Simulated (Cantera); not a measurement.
Input: 1 mol Si₂H₆, 6.7 mol O₃, 58 mol H₂, held at 15.0 mbar.

These are equilibrium values from Cantera (NASA tables, ideal gas, pure condensed phases), not measurements of a reactor. Candidate condensed phases: H₂O, Si, SiO₂; 18 gas species. The feed counts by its element totals alone. The tables hold silica as quartz up to 1696 K and as liquid above; real silica turns to tridymite and cristobalite and melts near 1996 K. Kinetics and transport are ignored.

**Question.** Which condensed phases are stable at each of these points (T (°C)): 552, 652, 752, 852, 952, 1052, 1152, 1252, 1352, 1452?

**Answer.** 
```
T (°C)  condensed phases  Si condensed (%)
------  ----------------  ----------------
552       SiO₂(α-quartz)             100.0
652       SiO₂(β-quartz)             100.0
752       SiO₂(β-quartz)             100.0
852       SiO₂(β-quartz)             100.0
952       SiO₂(β-quartz)             100.0
1052      SiO₂(β-quartz)             100.0
1152      SiO₂(β-quartz)             100.0
1252      SiO₂(β-quartz)             100.0
1352      SiO₂(β-quartz)             100.0
1452     SiO₂(condensed)              99.7
```

At 552 °C the condensed part is SiO₂(α-quartz). From 652 °C to 1352 °C the condensed part is SiO₂(β-quartz). At 1452 °C the condensed part is SiO₂(condensed).
